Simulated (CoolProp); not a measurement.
Toluene along the isobar 6.01 MPa: density (kg/m³) from the reference equation and from simpler models built on Tc = 591.7 K, pc = 4.126 MPa, ω = 0.266; each cubic takes its own stable root.

Values from CoolProp's reference Helmholtz-energy equation of state, Lemmon 2006. It is a short technical equation, of lower accuracy than the large ones.

```
T (K)          phase  reference
-----  -------------  ---------
475.2         liquid      689.7
487.3         liquid      674.9
499.4         liquid      659.4
511.4         liquid      643.1
523.5         liquid      625.7
535.5         liquid      607.2
547.6         liquid      586.8
559.7         liquid      564.4
571.7         liquid      539.4
583.8         liquid      510.1
595.9  supercritical      474.5
607.9  supercritical      427.8
620    supercritical      357.1
```

### Question
How far does each simpler model (van der Waals, Redlich-Kwong, Soave-Redlich-Kwong, Peng-Robinson) lie from the reference over these 13 states: mean and median of the absolute difference, and the worst?

### Answer
- van der Waals: mean 34.2 %, median 36.3 %, worst -38.1 % at 475.2 K and 6.01 MPa
- Redlich-Kwong: mean 16.2 %, median 16.3 %, worst -18.5 % at 595.9 K and 6.01 MPa
- Soave-Redlich-Kwong: mean 15.0 %, median 14.2 %, worst -20.5 % at 607.9 K and 6.01 MPa
- Peng-Robinson: mean 5.1 %, median 3.4 %, worst -13.8 % at 620 K and 6.01 MPa
